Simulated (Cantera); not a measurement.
Standard-state values (1 bar) from the NASA 1993 polynomials, evaluated with Cantera. Values are per mole of reaction as written; species without (g) are pure solids or liquids, kept so even where they would boil at 1 bar. ZrN: taken at fixed stoichiometry.

NH3(g) + ZrO2(g) = H(g) + ZrN + H2O2(g)

| T (K) | ΔH° (kJ) | ΔS° (J/K) | ΔG° (kJ) | log10 K |
|---|---|---|---|---|
| 798 | 60.5 | -54.9 | 104.4 | -6.83 |
| 998 | 65.2 | -49.7 | 114.8 | -6.01 |
| 1198 | 69.9 | -45.4 | 124.3 | -5.42 |
| 1398 | 74.6 | -41.8 | 133.0 | -4.97 |
| 1598 | … | … | … | … |
| 1798 | … | … | … | … |
| 1998 | 89.2 | -33.1 | 155.3 | -4.06 |
| 2198 | 94.3 | -30.7 | 161.7 | -3.84 |

Q: Fill in the missing entries.

A: 
- 1598, ΔH° (kJ): 79.4
- 1598, ΔS° (J/K): -38.6
- 1598, ΔG° (kJ): 141.0
- 1598, log10 K: -4.61
- 1798, ΔH° (kJ): 84.2
- 1798, ΔS° (J/K): -35.7
- 1798, ΔG° (kJ): 148.4
- 1798, log10 K: -4.31
